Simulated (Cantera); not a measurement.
Stirred combustor or abatement burner

A perfectly stirred reactor is fed with 11.9 % CO, 7.40 % H₂, 2.74 % CH₄, 16.3 % O₂, 61.6 % N₂, equivalence ratio 0.93, at 0.480 bar; it is adiabatic with a 800 K inlet, and is followed from long to short residence time, starting on the burning branch (τ in s: 0.24, 0.07, 0.02, 0.0059, 0.0017, 0.00049, 0.00014, 4e-05, 1.2e-05).

Computed with Cantera and GRI-Mech 3.0 (53 species, 325 reactions).

```
τ (s)    T (K)    x CO     x H₂     x CH₄      x NO    x HO₂
-------  -----  ------  -------  --------  --------  -------
0.24      2453  0.0339  0.00570   2.15e-7   0.00623  2.48e-6
0.070     2441  0.0350  0.00595   6.98e-7   0.00507  2.46e-6
0.020     2398  0.0388  0.00682   2.11e-6   0.00289  2.39e-6
0.0059    2288  0.0467  0.00896   5.52e-6  0.000931  2.49e-6
0.0017    2113  0.0561   0.0121   1.50e-5  0.000196  3.72e-6
0.00049   1911  0.0636   0.0151   4.74e-5   6.13e-5  6.26e-6
0.00014   1700  0.0746   0.0170  0.000196   2.31e-5  1.06e-5
4.0e-5    1462   0.108   0.0247   0.00158   3.05e-6  2.60e-5
1.2e-5     800   0.119   0.0740    0.0274    <1e-12   <1e-12
```
x: mole fraction; the columns are a selection and need not sum to one.
